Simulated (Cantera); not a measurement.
Charge: 1 mol Si(CH3)4, 1.1 mol H2, 1.3 mol C2H4, held at 0.250 bar.

Cantera equilibrium calculation (NASA polynomials, part measured and part estimated; ideal gas, pure solids and liquids). Candidate condensed phases: C, C6H6, C7H8, C8H18, Si, SiC; 87 gas species. Gases not in the tables: Si2H6 and higher silanes. The numbers say what is thermodynamically allowed, not how fast it happens.

log p: log10 of the partial pressure in bar; n: condensed amount in mol.

| T (K) | log p H2 | log p H | log p C2H2 (acetylene) | log p CH4 | log p Si | log p SiH | log p SiC2 | n C(graphite) | n SiC(s) |
|---|---|---|---|---|---|---|---|---|---|
| 1498 | -0.60 | -5.07 | -5.66 | -3.79 | [?] | -9.93 | <-12 | 5.59 | 1.00 |
| 1598 | -0.60 | -4.58 | -5.17 | -3.99 | [?] | -8.97 | -11.43 | 5.60 | 1.000 |
| 1698 | -0.60 | -4.14 | -4.74 | -4.16 | [?] | -8.12 | -10.13 | 5.60 | 1.000 |
| 1798 | -0.60 | -3.75 | -4.37 | -4.32 | [?] | -7.37 | -8.97 | 5.59 | 1.000 |
| 1898 | -0.60 | -3.41 | -4.03 | -4.45 | [?] | -6.71 | -7.95 | 5.59 | 1.000 |
| 1998 | -0.60 | -3.10 | -3.72 | -4.58 | [?] | -6.10 | -7.02 | 5.58 | 1.000 |
| 2098 | -0.61 | -2.81 | -3.45 | -4.69 | [?] | -5.56 | -6.19 | 5.57 | 0.999 |
| 2198 | -0.61 | -2.56 | -3.20 | -4.79 | [?] | -5.07 | -5.43 | 5.55 | 0.998 |
| 2298 | -0.61 | -2.33 | -2.98 | -4.89 | [?] | -4.62 | -4.75 | 5.52 | 0.992 |

### Question
Fill in the missing entries.

### Answer

- 1498, log p Si: -10.14
- 1598, log p Si: -9.01
- 1698, log p Si: -8.02
- 1798, log p Si: -7.13
- 1898, log p Si: -6.34
- 1998, log p Si: -5.64
- 2098, log p Si: -5.00
- 2198, log p Si: -4.41
- 2298, log p Si: -3.88
